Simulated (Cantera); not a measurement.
**NO annealing gas**

A perfectly stirred reactor is fed with 23.8 % NO, 76.2 % N2, at 43000 Pa; it is held at 2175 K, and followed from long to short residence time.

Model: GRI-Mech 3.0 (53 species, 325 reactions), integrated in Cantera.

```tsv
τ (s)	x NO	x N2O	x NO2	x O	x O2	x N2
0.69	0.0842	3.40e-6	4.41e-5	0.000990	0.0763	0.838
0.29	0.136	8.63e-6	5.86e-5	0.000823	0.0505	0.813
0.12	0.187	1.67e-5	5.89e-5	0.000611	0.0250	0.787
0.050	0.217	2.30e-5	4.81e-5	0.000441	0.0101	0.772
0.021	0.230	2.60e-5	3.84e-5	0.000339	0.00383	0.766
0.0088	0.235	2.68e-5	3.17e-5	0.000278	0.00140	0.763
0.0037	0.237	2.63e-5	2.57e-5	0.000224	0.000466	0.762
```
x: mole fraction; the columns are a selection and need not sum to one.
